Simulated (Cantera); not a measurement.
A Cantera script and its output.

```python
import numpy as np
import cantera as ct

gas = ct.Solution("gri30.yaml")
gas.TPX = 1400, 2900000, {'CH3OH': 1, 'O2': 1.85, 'N2': 6.96}
reactor = ct.IdealGasConstPressureReactor(gas, energy="on", clone=False)
net = ct.ReactorNet([reactor])
net.rtol, net.atol = 1e-08, 1e-16
show = ['CH3OH', 'O2', 'HCN', 'CO2', 'NO', 'N2O', 'C2H2']
times = np.geomspace(1e-06, 1, 16)

steps = ct.SolutionArray(gas, extra=["t"])
rows = []
print(f"{'t/s':>10s}{'T/K':>9s}{'P/Pa':>11s}" + "".join(f"{s:>11s}" for s in show))
for t in times:
    while net.time < t:
        t_next = net.step()
        steps.append(gas.state, t=t_next)
    rows.append([np.interp(t, steps.t, y) for y in (steps.T, steps.P, *steps(*show).X.T)])
    print(f"{t:10.3e}{rows[-1][0]:9.1f}{rows[-1][1]:11.4g}" + "".join(f"{x:11.3e}" for x in rows[-1][2:]))
rate = np.gradient(steps.T, steps.t)
print("integrator steps:", len(steps.t))
if steps.T.max() > steps.T[0] + 200:
    print(f"time of steepest temperature rise: {steps.t[rate.argmax()]:.4e} s")
gas.TPX = 1400, 2900000, {'CH3OH': 1, 'O2': 1.85, 'N2': 6.96}
gas.equilibrate("HP")
print(f"equilibrium (HP): T = {gas.T:.1f} K  " + "  ".join(f"{s} {gas[s].X[0]:.3e}" for s in show))
```

It prints:

```
       t/s      T/K       P/Pa      CH3OH         O2        HCN        CO2         NO        N2O       C2H2
 1.000e-06   1400.0    2.9e+06  1.019e-01  1.886e-01  1.051e-16  4.081e-07  1.945e-16  1.143e-11  4.235e-14
 2.512e-06   1400.0    2.9e+06  1.019e-01  1.886e-01  2.856e-16  1.027e-06  5.449e-16  7.668e-11  1.074e-13
 6.310e-06   1400.0    2.9e+06  1.018e-01  1.885e-01  8.712e-16  2.586e-06  1.728e-15  4.963e-10  2.769e-13
 1.585e-05   1400.5    2.9e+06  1.014e-01  1.883e-01  4.139e-15  6.610e-06  1.170e-14  3.112e-09  7.584e-13
 3.981e-05   1454.4    2.9e+06  8.149e-02  1.755e-01  2.962e-13  1.313e-04  3.795e-12  4.168e-08  1.415e-11
 1.000e-04   2797.2    2.9e+06  1.472e-15  3.627e-02  3.950e-10  8.347e-02  2.900e-03  3.361e-06  1.076e-18
 2.512e-04   2788.7    2.9e+06  1.496e-15  3.381e-02  6.112e-10  8.350e-02  8.156e-03  3.402e-06  1.062e-18
 6.310e-04   2782.1    2.9e+06  1.518e-15  3.196e-02  7.648e-10  8.351e-02  1.215e-02  3.505e-06  1.051e-18
 1.585e-03   2781.1    2.9e+06  1.522e-15  3.167e-02  7.882e-10  8.351e-02  1.277e-02  3.526e-06  1.049e-18
 3.981e-03   2781.1    2.9e+06  1.522e-15  3.167e-02  7.883e-10  8.351e-02  1.278e-02  3.526e-06  1.049e-18
 1.000e-02   2781.1    2.9e+06  1.522e-15  3.167e-02  7.883e-10  8.351e-02  1.278e-02  3.526e-06  1.049e-18
 2.512e-02   2781.1    2.9e+06  1.522e-15  3.167e-02  7.883e-10  8.351e-02  1.278e-02  3.526e-06  1.049e-18
 6.310e-02   2781.1    2.9e+06  1.522e-15  3.167e-02  7.883e-10  8.351e-02  1.278e-02  3.526e-06  1.049e-18
 1.585e-01   2781.1    2.9e+06  1.522e-15  3.167e-02  7.883e-10  8.351e-02  1.278e-02  3.526e-06  1.049e-18
 3.981e-01   2781.1    2.9e+06  1.522e-15  3.167e-02  7.883e-10  8.351e-02  1.278e-02  3.526e-06  1.049e-18
 1.000e+00   2781.1    2.9e+06  1.522e-15  3.167e-02  7.883e-10  8.351e-02  1.278e-02  3.526e-06  1.049e-18
integrator steps: 1834
time of steepest temperature rise: 4.4757e-05 s
equilibrium (HP): T = 2781.1 K  CH3OH 1.593e-15  O2 3.167e-02  HCN 7.883e-10  CO2 8.351e-02  NO 1.278e-02  N2O 3.526e-06  C2H2 1.152e-18
```

Model: GRI-Mech 3.0 (53 species, 325 reactions), integrated in Cantera. GRI-Mech 3.0 was tuned for natural gas; its chemistry of methanol as a main component is partial and can be far from experiment. The pressure lies above the range GRI-Mech 3.0 was tuned for (to about 10 atm).
